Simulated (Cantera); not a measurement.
Input (Python, Cantera):

```python
import numpy as np
import cantera as ct

gas = ct.Solution("gri30.yaml")
gas.TPX = 1450, 1000000, {'CH3OH': 1, 'O2': 1, 'N2': 11, 'H2O': 3.4, 'H2': 0.046}
reactor = ct.IdealGasConstPressureReactor(gas, energy="on", clone=False)
net = ct.ReactorNet([reactor])
net.rtol, net.atol = 1e-08, 1e-16
show = ['CH3OH', 'O2', 'H2O', 'H', 'NO', 'CH4', 'C2H4']
times = np.geomspace(8e-06, 4, 10)

steps = ct.SolutionArray(gas, extra=["t"])
rows = []
print(f"{'t/s':>10s}{'T/K':>9s}{'P/Pa':>11s}" + "".join(f"{s:>11s}" for s in show))
for t in times:
    while net.time < t:
        t_next = net.step()
        steps.append(gas.state, t=t_next)
    rows.append([np.interp(t, steps.t, y) for y in (steps.T, steps.P, *steps(*show).X.T)])
    print(f"{t:10.3e}{rows[-1][0]:9.1f}{rows[-1][1]:11.4g}" + "".join(f"{x:11.3e}" for x in rows[-1][2:]))
rate = np.gradient(steps.T, steps.t)
print("integrator steps:", len(steps.t))
if steps.T.max() > steps.T[0] + 200:
    print(f"time of steepest temperature rise: {steps.t[rate.argmax()]:.4e} s")
gas.TPX = 1450, 1000000, {'CH3OH': 1, 'O2': 1, 'N2': 11, 'H2O': 3.4, 'H2': 0.046}
gas.equilibrate("HP")
print(f"equilibrium (HP): T = {gas.T:.1f} K  " + "  ".join(f"{s} {gas[s].X[0]:.3e}" for s in show))
```

Output:

```
       t/s      T/K       P/Pa      CH3OH         O2        H2O          H         NO        CH4       C2H4
 8.000e-06   1449.9      1e+06  6.053e-02  6.067e-02  2.068e-01  3.165e-07  1.160e-13  1.705e-05  8.686e-09
 3.438e-05   1476.4      1e+06  4.255e-02  5.273e-02  2.145e-01  2.066e-05  1.739e-11  4.965e-05  5.680e-08
 1.478e-04   2038.5      1e+06  1.815e-13  8.195e-06  2.744e-01  3.265e-04  3.701e-06  7.116e-12  1.802e-17
 6.350e-04   2040.8      1e+06  1.414e-13  8.598e-07  2.745e-01  1.332e-04  3.628e-06  1.243e-11  3.376e-18
 2.729e-03   2040.8      1e+06  1.450e-13  8.293e-07  2.745e-01  1.318e-04  3.639e-06  1.436e-11  6.282e-19
 1.173e-02   2040.8      1e+06  1.450e-13  8.292e-07  2.745e-01  1.318e-04  4.072e-06  1.437e-11  6.193e-19
 5.040e-02   2040.8      1e+06  1.450e-13  8.290e-07  2.745e-01  1.317e-04  5.856e-06  1.437e-11  6.195e-19
 2.166e-01   2040.8      1e+06  1.450e-13  8.282e-07  2.745e-01  1.317e-04  1.140e-05  1.438e-11  6.202e-19
 9.308e-01   2040.7      1e+06  1.451e-13  8.277e-07  2.745e-01  1.317e-04  1.520e-05  1.439e-11  6.208e-19
 4.000e+00   2040.7      1e+06  1.451e-13  8.277e-07  2.745e-01  1.317e-04  1.524e-05  1.439e-11  6.208e-19
integrator steps: 1829
time of steepest temperature rise: 4.8323e-05 s
equilibrium (HP): T = 2040.7 K  CH3OH 1.494e-13  O2 8.277e-07  H2O 2.745e-01  H 1.317e-04  NO 1.524e-05  CH4 1.617e-11  C2H4 6.924e-19
```

Model: GRI-Mech 3.0 (53 species, 325 reactions), integrated in Cantera. GRI-Mech 3.0 was tuned for natural gas; its chemistry of methanol as a main component is partial and can be far from experiment.
